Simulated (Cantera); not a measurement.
Input: 1 mol Ca(OH)2, 0.081 mol H2O, held at 1600 K.

These are equilibrium values from Cantera (NASA tables, ideal gas, pure condensed phases), not measurements of a reactor. Candidate condensed phases: Ca, CaO, Ca(OH)2, H2O; 14 gas species. Kinetics and transport are ignored.

log p: log10 of the partial pressure in bar; n: condensed amount in mol.

```json
[
 {"P (Pa)": "10", "log p H2O": "-4.01", "log p H2": "-6.01", "log p O2": "-6.35", "log p OH": "-6.67", "n CaO(s)": "1.000"},
 {"P (Pa)": "68", "log p H2O": "-3.17", "log p H2": "-5.45", "log p O2": "-5.80", "log p OH": "-6.12", "n CaO(s)": "1.000"},
 {"P (Pa)": "460", "log p H2O": "…", "log p H2": "…", "log p O2": "…", "log p OH": "…", "n CaO(s)": "1.000"},
 {"P (Pa)": "3200", "log p H2O": "-1.50", "log p H2": "-4.33", "log p O2": "-4.68", "log p OH": "-5.00", "n CaO(s)": "1.000"},
 {"P (Pa)": "22000", "log p H2O": "…", "log p H2": "…", "log p O2": "…", "log p OH": "…", "n CaO(s)": "1.000"},
 {"P (Pa)": "150000", "log p H2O": "0.18", "log p H2": "-3.22", "log p O2": "-3.57", "log p OH": "-3.89", "n CaO(s)": "1.000"},
 {"P (Pa)": "1000000", "log p H2O": "1.00", "log p H2": "-2.67", "log p O2": "-3.02", "log p OH": "-3.34", "n CaO(s)": "1.000"}
]
```

### Question
What belongs in the gaps?

### Answer

- 22000, log p H2O: -0.66
- 22000, log p H2: -3.77
- 22000, log p O2: -4.12
- 22000, log p OH: -4.44
- 460, log p H2O: -2.34
- 460, log p H2: -4.90
- 460, log p O2: -5.24
- 460, log p OH: -5.56
